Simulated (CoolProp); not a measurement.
Propylene along the isotherm -59.85 °C: fugacity coefficient from the reference equation and from simpler models built on Tc = 91.1 °C, pc = 4.555 MPa, ω = 0.146; each cubic takes its own stable root.

Values from CoolProp's reference Helmholtz-energy equation of state, Lemmon 2013.

| p (MPa) | phase | reference | van der Waals | Redlich-Kwong | Soave-Redlich-Kwong | Peng-Robinson |
|---|---|---|---|---|---|---|
| 2.85 | liquid | 0.02135 | 0.1293 | 0.02763 | 0.02131 | 0.02158 |
| 5.69 | liquid | 0.01190 | 0.07662 | 0.01552 | 0.01196 | 0.01196 |
| 8.54 | liquid | 0.008826 | 0.06031 | 0.01160 | 0.008925 | 0.008813 |
| 11.4 | liquid | 0.007359 | 0.05332 | 0.009740 | 0.007488 | 0.007301 |
| 14.2 | liquid | 0.006557 | 0.05027 | 0.008741 | 0.006713 | 0.006466 |
| 17.1 | liquid | 0.006064 | 0.04924 | 0.008141 | 0.006247 | 0.005942 |
| 19.9 | liquid | 0.005780 | 0.04958 | 0.007811 | 0.005988 | 0.005628 |
| 22.8 | liquid | 0.005614 | 0.05094 | 0.007638 | 0.005851 | 0.005432 |
| 25.6 | liquid | 0.005542 | 0.05305 | 0.007589 | 0.005809 | 0.005330 |
| 28.5 | liquid | 0.005536 | 0.05599 | 0.007631 | 0.005837 | 0.005290 |
| 31.3 | liquid | 0.005583 | 0.05953 | 0.007744 | 0.005919 | 0.005304 |
| 34.2 | liquid | 0.005679 | 0.06391 | 0.007927 | 0.006055 | 0.005361 |
| 37 | liquid | 0.005810 | 0.06888 | 0.008161 | 0.006230 | 0.005452 |
| 39.9 | liquid | 0.005984 | 0.07483 | 0.008458 | 0.006453 | 0.005581 |
| 42.7 | liquid | 0.006186 | 0.08143 | 0.008797 | 0.006707 | 0.005736 |
| 45.5 | liquid | 0.006421 | 0.08895 | 0.009186 | 0.007000 | 0.005919 |
